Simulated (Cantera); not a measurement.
A perfectly stirred reactor is fed with CO : O2 : H2O : N2 = 0.014 : 0.073 : 0.00037 : 1 (molar parts), equivalence ratio 0.096, at 260000 Pa; it is held at 1248 K, and followed from long to short residence time.

Computed with Cantera and GRI-Mech 3.0 (53 species, 325 reactions).

Predict: x(CO) at τ = 14.0 s; x(O2) at τ = 14.0 s; x(H2O) at τ = 14.0 s; x(H) at τ = 14.0 s; x(CO2) at τ = 14.0 s; x(CO) at τ = 82.0 ms; x(O2) at τ = 82.0 ms; x(H2O) at τ = 82.0 ms; x(H) at τ = 82.0 ms; x(CO2) at τ = 82.0 ms.

x(CO) at τ = 14.0 s: 7.81e-5
x(O2) at τ = 14.0 s: 0.0611
x(H2O) at τ = 14.0 s: 0.000342
x(H) at τ = 14.0 s: 3.41e-9
x(CO2) at τ = 14.0 s: 0.0129
x(CO) at τ = 82.0 ms: 0.00272
x(O2) at τ = 82.0 ms: 0.0623
x(H2O) at τ = 82.0 ms: 0.000337
x(H) at τ = 82.0 ms: 3.58e-7
x(CO2) at τ = 82.0 ms: 0.0102
